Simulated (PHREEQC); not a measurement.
## Buffer: an equilibrium model

Make-up at 25 °C: 0.88 mmol/kgw NaHSO4, 0.4 mmol/kgw NH3 and 52 mmol/kgw LiCl. Closed to the air; pH follows from the charge balance.

All values are PHREEQC results (ion-association model, wateq4f.dat), not measurements.

| Property | Result |
|---|---|
| pH | 3.40 |
| ionic strength | 0.0544 mol/kgw |
| total alkalinity | -0.480 meq/kg |

```
species  molality  activity   log γ
-------  --------  --------  ------
Cl-        0.0520    0.0420  -0.093
Li+        0.0519    0.0430  -0.082
Na+      0.000879  0.000719  -0.087
SO4-2    0.000780  0.000351  -0.346
H+       0.000463  0.000394  -0.070
NH4+     0.000398  0.000325  -0.088
LiSO4-    8.04e-5   6.60e-5  -0.086
HSO4-     1.65e-5   1.35e-5  -0.088
NH4SO4-   1.79e-6   1.47e-6  -0.086
NaSO4-    1.54e-6   1.27e-6  -0.084
```

This is a speciation only: nothing precipitates in the calculation.
